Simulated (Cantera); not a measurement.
**Equilibrium for carbon deposition, reforming and gasification: C2H2 + O2**

Feed: 1 mol C2H2, 0.031 mol O2, equilibrated at 1025 °C and 69000 Pa.

These are equilibrium values from Cantera (NASA tables, ideal gas, pure condensed phases), not measurements of a reactor. Candidate condensed phases: C, C6H6, C7H8, C8H18, H2O; 110 gas species. Kinetics and transport are ignored.

```json
{
  "x(H2)": "0.937",
  "x(CO)": "0.0583",
  "x(CH4)": "0.00482",
  "x(H2O)": "0.000350",
  "x(CO2)": "1.24e-5",
  "x(H)": "1.25e-6",
  "n(C(graphite))": "1.93 mol",
  "gas_amount": "1.057 mol"
}
```
